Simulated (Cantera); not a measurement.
Feed: 1 mol Ti(OiPr)4, 1.5 mol CH4, at 83.0 mbar.

Equilibrium computed with Cantera from the NASA thermochemical tables; the gas is ideal and each condensed phase is pure. Candidate condensed phases: C, C6H6, C7H8, C8H18, H2O, Ti, TiC, TiO, TiO2, Ti2O3, Ti3O5, Ti4O7; 113 gas species. The feed counts by its element totals alone. Mutual solubility and eutectic melting of coexisting phases are not modelled. TiC: taken at fixed stoichiometry. Condensed phases not in the tables: Magnéli phases beyond Ti4O7. The numbers say what is thermodynamically allowed, not how fast it happens.

x: gas mole fraction; n: condensed amount in mol.

```csv
T (K),x H2,x CO,x CH4,x H2O,x H,x CO2,x C2H2 (acetylene),n C(graphite),n Ti4O7(s),n Ti3O5(s),n TiC(s)
1148,0.881,0.117,0.00153,…,2.33e-7,4.59e-5,3.27e-8,11.2,0.250,0,0
1198,0.882,0.117,0.00104,…,6.20e-7,2.20e-5,8.72e-8,11.2,0.250,0,0
1248,0.879,0.121,0.000714,…,1.52e-6,1.19e-5,2.14e-7,11.2,0,0.333,0
1298,0.876,0.123,0.000508,…,3.48e-6,6.64e-6,4.89e-7,11.1,0,0.323,0.0295
1348,0.809,0.190,0.000317,…,7.22e-6,8.98e-6,9.73e-7,8.50,0,0,1.00
1398,0.809,0.190,0.000237,…,1.48e-5,5.27e-6,1.98e-6,8.50,0,0,1.00
1448,0.809,0.190,0.000181,…,2.88e-5,3.22e-6,3.85e-6,8.50,0,0,1.00
1498,0.809,0.190,0.000141,…,5.37e-5,2.03e-6,7.13e-6,8.50,0,0,1.00
1548,0.809,0.190,0.000112,…,9.62e-5,1.33e-6,1.27e-5,8.50,0,0,1.00
1598,0.809,0.190,8.95e-5,…,0.000166,8.89e-7,2.18e-5,8.50,0,0,1.00
```

Some entries are withheld; supply them.


- 1148, x H2O: 0.000410
- 1198, x H2O: 0.000227
- 1248, x H2O: 0.000135
- 1298, x H2O: 8.31e-5
- 1348, x H2O: 7.46e-5
- 1398, x H2O: 4.84e-5
- 1448, x H2O: 3.24e-5
- 1498, x H2O: 2.23e-5
- 1548, x H2O: 1.57e-5
- 1598, x H2O: 1.13e-5
